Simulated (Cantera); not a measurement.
A Cantera script and what it prints.

```python
import numpy as np
import cantera as ct

gas_names = """
    NH3 C3H8 N
""".split()
cond_names = """
    TaC(s) TaC(L) Ta(cr) Ta(L)
""".split()


def load(file, names, dense=False):
    # The tables refer to 1 bar. Condensed volumes are neglected.
    table = {s.name: s for s in ct.Species.list_from_file(file)}
    out = []
    for n in names:
        d = dict(table[n].input_data)
        d["thermo"] = dict(d["thermo"], **{"reference-pressure": 1e5})
        if dense:
            d["equation-of-state"] = {"model": "constant-volume", "density": "1e6 g/cm^3"}
        out.append(ct.Species.from_dict(d))
    return out


species = {s.name: s for s in load("nasa_gas.yaml", gas_names) + load("nasa_condensed.yaml", cond_names)}
# Each term lists the table entries of one substance; the one whose range holds T is used.
reactions = {
    '8 NH3(g) + 9 TaC = 9 Ta + 3 C3H8(g) + 8 N(g)':
        [(-8, ['NH3']), (-9, ['TaC(s)', 'TaC(L)']), (9, ['Ta(cr)', 'Ta(L)']), (3, ['C3H8']), (8, ['N'])],
}


def pick(names, T):
    return next(species[n] for n in names if species[n].thermo.min_temp <= T <= species[n].thermo.max_temp)


results = []
for label, terms in reactions.items():
    print(label)
    print("     T/K   dH/kJ  dS/(J/K)   dG/kJ   log10 K")
    for T in [2373, 2473, 2573, 2673, 2773, 2873, 2973]:
        used = [(nu, pick(names, T)) for nu, names in terms]
        dH = sum(nu * s.thermo.h(T) for nu, s in used) / 1e6
        dS = sum(nu * s.thermo.s(T) for nu, s in used) / 1e3
        dG = dH - T * dS / 1e3
        logK = -dG * 1e6 / (ct.gas_constant * T * np.log(10))
        results.append((label, T, dH, dS, dG, logK, [s.name for _, s in used]))
        print(f"{T:8g} {dH:8.1f} {dS:8.1f} {dG:8.1f} {logK:8.2f}")
```

Output:

```
8 NH3(g) + 9 TaC = 9 Ta + 3 C3H8(g) + 8 N(g)
     T/K   dH/kJ  dS/(J/K)   dG/kJ   log10 K
    2373   5163.4    516.1   3938.7   -86.70
    2473   5162.9    515.9   3887.1   -82.10
    2573   5162.2    515.6   3835.5   -77.86
    2673   5161.5    515.4   3783.9   -73.94
    2773   5161.0    515.2   3732.4   -70.31
    2873   5160.6    515.0   3680.9   -66.92
    2973   5160.6    515.0   3629.4   -63.77
```

Cantera with NASA thermochemical tables; ideal gases at 1 bar, condensed phases pure. TaC: taken at fixed stoichiometry. Condensed species are held in their standard states even where they would react or evaporate.
